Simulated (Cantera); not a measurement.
# Adiabatic ignition

An adiabatic, constant-pressure homogeneous reactor starts with CO : H2 : O2 : N2 = 1 : 0.79 : 0.932 : 3.51 (molar parts), equivalence ratio 0.96, at 1750 K and 1.00 bar.

Cantera simulation using GRI-Mech 3.0 (53 species, 325 reactions); the numbers are that mechanism's predictions, not measurements.

```csv
t (s),T (K),x CO,x H2,x O2,x NO,x HO2
2.00e-6,1750,0.160,0.127,0.150,<1e-12,2.70e-6
6.54e-6,1756,0.159,0.109,0.140,7.90e-9,2.37e-5
2.14e-5,2050,0.104,0.0208,0.0573,2.99e-5,1.14e-5
7.00e-5,2422,0.0972,0.0193,0.0516,0.000182,6.48e-6
0.000229,2778,0.0871,0.0148,0.0452,0.00154,8.24e-6
0.000749,2849,0.0836,0.0137,0.0411,0.00741,9.56e-6
0.00245,2843,0.0838,0.0139,0.0386,0.0139,9.03e-6
0.00801,2842,0.0838,0.0139,0.0383,0.0146,8.97e-6
0.0262,2842,0.0838,0.0139,0.0383,0.0146,8.97e-6
0.0857,2842,0.0838,0.0139,0.0383,0.0146,8.97e-6
0.280,2842,0.0838,0.0139,0.0383,0.0146,8.97e-6
0.917,2842,0.0838,0.0139,0.0383,0.0146,8.97e-6
3.00,2842,0.0838,0.0139,0.0383,0.0146,8.97e-6
```
x: mole fraction; the columns are a selection and need not sum to one.

time of steepest temperature rise: 8.86 µs
temperature at 3.00 s: 2842 K
equilibrium temperature: 2842 K
x(CO) at 3.00 s: 0.0838 (gas-phase equilibrium 0.0838)
x(H2) at 3.00 s: 0.0139 (gas-phase equilibrium 0.0139)
x(O2) at 3.00 s: 0.0383 (gas-phase equilibrium 0.0383)
